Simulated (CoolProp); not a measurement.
A single-stage vapour-compression cycle with the fluid: evaporating at 308.15 K (dew point), condensing at 361.15 K (bubble point), superheat 10 K, subcooling 8 K, compressor efficiency 0.9, no pressure losses. The same conditions are run with several fluids, on thermodynamics alone (safety and materials aside).

The numbers come from the reference Helmholtz-energy equation of state of each fluid (propane: Lemmon 2009; 1,2-dichloroethane: Thol 2015; R1336mzz(E): Akasaka 2023; R11: Jacobsen 1992; ammonia: Gao 2020; neopentane: Lemmon 2006) in CoolProp.

### Question
Rank propane, 1,2-dichloroethane, R1336mzz(E), R11, ammonia, neopentane by cooling COP, highest first.

### Answer
1,2-dichloroethane (4.75), R11 (4.56), ammonia (4.10), neopentane (4.07), R1336mzz(E) (3.91), propane (3.42)

```json
[
 {"fluid": "propane", "pressure ratio": "2.98", "discharge temperature (K)": "377.1", "refrigerating effect (kJ/kg)": "196", "volumetric capacity (kJ/m³)": "4900"},
 {"fluid": "1,2-dichloroethane", "pressure ratio": "7.00", "discharge temperature (K)": "391.8", "refrigerating effect (kJ/kg)": "298", "volumetric capacity (kJ/m³)": "187"},
 {"fluid": "R1336mzz(E)", "pressure ratio": "4.23", "discharge temperature (K)": "361.2", "refrigerating effect (kJ/kg)": "88.8", "volumetric capacity (kJ/m³)": "1640"},
 {"fluid": "R11", "pressure ratio": "4.25", "discharge temperature (K)": "377.8", "refrigerating effect (kJ/kg)": "142", "volumetric capacity (kJ/m³)": "1140"},
 {"fluid": "ammonia", "pressure ratio": "3.64", "discharge temperature (K)": "433.7", "refrigerating effect (kJ/kg)": "921", "volumetric capacity (kJ/m³)": "9110"},
 {"fluid": "neopentane", "pressure ratio": "3.75", "discharge temperature (K)": "361.2", "refrigerating effect (kJ/kg)": "200", "volumetric capacity (kJ/m³)": "1370"}
]
```

The compression ends wet for: R1336mzz(E); neopentane.
